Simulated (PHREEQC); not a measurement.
Solution (25 °C): 0.2 mol ZnSO4, 0.0026 mol NaOH and 3.7e-05 mol HCl per kg of water. It is in equilibrium with CO2 at log p = -3.4 (atm). Otherwise closed; pH follows from the charge balance.

Equilibrium calculation in PHREEQC: ion-association model, wateq4f.dat.

The pH comes out as 7.29. The ionic strength is 0.370 mol/kgw and the total alkalinity is 2.56 meq/kg.

```
species     molality  activity   log γ
----------  --------  --------  ------
Zn+2          0.0911    0.0249  -0.564
ZnSO4         0.0747    0.0813   0.037
SO4-2         0.0603    0.0140  -0.635
Zn(SO4)2-2    0.0324   0.00923  -0.545
Na+          0.00243   0.00174  -0.145
ZnOH+       0.000717  0.000524  -0.136
ZnHCO3+     0.000496  0.000363  -0.136
ZnCO3       0.000478  0.000521   0.037
NaSO4-      0.000172  0.000122  -0.149
HCO3-       0.000163  0.000116  -0.149
```

No solid was allowed to form. The solution is supersaturated, for example in Zn4(OH)6SO4, Zn(OH)2-e, so a real one may precipitate; this is no full list.
